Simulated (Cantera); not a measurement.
What does this Cantera script print?

```python
import numpy as np
import cantera as ct

gas_names = """
    H HNO HNO2 HNO3 HO2 H2 H2O H2O2 N NH NH2 NH3 NH2OH NO NO2 NO3 N2 N2H2 N2H4 N2O O OH O2 O3 Zr ZrN ZrO
    ZrO2
""".split()
cond_names = """
    H2O(s) H2O(L) Zr(a) Zr(b) Zr(L) ZrN(s) ZrN(L) ZrO2(a) ZrO2(b) ZrO2(L)
""".split()


# ... load() reads the species with a 1 bar reference pressure and builds the phases ...
atoms = {
    'ZrO2': {'Zr': 1, 'O': 2},
    'H2': {'H': 2},
    'N2': {'N': 2},
}
top_T = {}  # K; cautious upper limits of use, not melting points


# ... equilibrate(T, P, feed) seeds the gas with the atoms and calls Mixture.equilibrate('TP', solver="vcs", rtol=1e-11, max_steps=5000) ...
results = []
T = 1923.15  # K
P = 67000  # Pa
for m in [1.3, 2.3, 3.9, 6.5, 11, 19, 32, 54, 91, 150, 260, 440]:
    feed = {'ZrO2': 1, 'H2': m, 'N2': 26}  # mol
    mix = equilibrate(T, P, feed)
    results.append((T, P, feed, dict(zip(mix.species_names, mix.species_moles))))

top = {s: max(r[3][s] / sum(r[3][g] for g in gas_names) for r in results) for s in gas_names}
cols = sorted((s for s in top if top[s] > 0.001), key=lambda s: -top[s])[:9]
seen = [c for c in cond_names if any(r[3].get(c, 0) > 1e-12 for r in results)]
print("log10 of partial pressures in bar; condensed amounts in mol")
print(f"{'n(H2)':>10s}" + "".join(f"{s[:9]:>10s}" for s in cols + seen))
for T, P, feed, n in results:
    ng = sum(n[g] for g in gas_names)
    print(f"{feed['H2']:10.4g}" + "".join(f"{np.log10(max(n[s] / ng * P / 1e5, 1e-99)):10.3f}" for s in cols)
          + "".join(f"{n.get(c, 0):10.4g}" for c in seen))
```

Result:

```
log10 of partial pressures in bar; condensed amounts in mol
     n(H2)        N2        H2         H    ZrN(s)   ZrO2(b)
       1.3    -0.195    -1.497    -3.774 0.0001133    0.9999
       2.3    -0.211    -1.265    -3.658 0.0001987    0.9998
       3.9    -0.235    -1.059    -3.555 0.0003325    0.9997
       6.5    -0.271    -0.874    -3.462 0.0005428    0.9995
        11    -0.327    -0.701    -3.376 0.0008895    0.9991
        19    -0.412    -0.549    -3.300  0.001463    0.9985
        32    -0.523    -0.433    -3.242  0.002313    0.9977
        54    -0.662    -0.345    -3.198  0.003602    0.9964
        91    -0.827    -0.284    -3.167   0.00552    0.9945
       150    -1.005    -0.244    -3.147  0.008216    0.9918
       260    -1.216    -0.216    -3.133   0.01261    0.9874
       440    -1.428    -0.199    -3.125   0.01889    0.9811
```

These are equilibrium values from Cantera (NASA tables, ideal gas, pure condensed phases), not measurements of a reactor. Mutual solubility and eutectic melting of coexisting phases are not modelled. ZrN: taken at fixed stoichiometry. Condensed phases not in the tables: solid solutions among these carbides, nitrides and lower oxides.
